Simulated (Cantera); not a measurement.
**Ignition delay**

Mixture: CH₄ : H₂ : O₂ : N₂ = 1 : 0.73 : 2.15 : 8.08 (molar parts), equivalence ratio 1.1, at 280000 Pa, adiabatic and at constant volume. Ignition delay is the time to a rise of 400 K.

Cantera simulation using GRI-Mech 3.0 (53 species, 325 reactions); the numbers are that mechanism's predictions, not measurements.

```json
[
 {"T0 (K)": "1275", "delay (ms)": "0.318"},
 {"T0 (K)": "1325", "delay (ms)": "0.220"},
 {"T0 (K)": "1375", "delay (ms)": "0.155"},
 {"T0 (K)": "1425", "delay (ms)": "0.111"},
 {"T0 (K)": "1475", "delay (ms)": "0.0814"},
 {"T0 (K)": "1525", "delay (ms)": "0.0605"},
 {"T0 (K)": "1575", "delay (ms)": "0.0457"},
 {"T0 (K)": "1625", "delay (ms)": "0.0351"},
 {"T0 (K)": "1675", "delay (ms)": "0.0274"}
]
```

| Item | Result |
|---|---|
| apparent activation energy between 1575 and 1675 K | 110 kJ/mol |
